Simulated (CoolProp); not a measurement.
R142b at 280.49 K and 0.158 MPa is compressed adiabatically to 1.1 MPa with isentropic efficiency 0.6. Each further row changes one setting.

Model: reference Helmholtz-energy equation of state, Lemmon 2006, in CoolProp. It is a short technical equation, of lower accuracy than the large ones.

```json
[
 {"case": "as stated", "work (kJ/kg)": "74.8", "final temperature (K)": "377.1", "final density (kg/m³)": "40.9"},
 {"case": "efficiency 1", "work (kJ/kg)": "44.9", "final temperature (K)": "349.9", "final density (kg/m³)": "46.9"},
 {"case": "efficiency 0.65", "work (kJ/kg)": "69.1", "final temperature (K)": "371.8", "final density (kg/m³)": "41.9"}
]
```
